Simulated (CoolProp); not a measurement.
Vapour-liquid equilibrium of n-butane (1) + R113 (2) at 8.66 bar; x and y are mole fractions of (1).

Values from CoolProp's multi-fluid Helmholtz-energy mixture model, Bücker 2006 and Marx 1992; pair parameters Bell 2016.

```csv
x,bubble temperature (K),y at the bubble point,dew temperature at overall composition x (K),liquid density (mol/L)
0.05,399.7,0.125,402.9,6.892
0.125,392.4,0.284,399.7,7.064
0.2,385.9,0.413,396.3,7.227
0.275,380.1,0.519,392.8,7.383
0.35,375.0,0.605,389.2,7.532
0.425,370.4,0.677,385.3,7.677
0.5,366.3,0.738,381.2,7.819
0.575,362.6,0.790,376.8,7.959
0.65,359.2,0.835,372.1,8.099
0.725,356.0,0.876,367.1,8.240
0.8,353.1,0.913,361.8,8.383
0.875,350.4,0.947,356.1,8.531
0.95,347.8,0.979,350.1,8.684
```

No azeotrope shows between x = 0.05 and 0.95.

Pair parameters are fitted to limited data, so mixtures are less certain than the pure fluids.
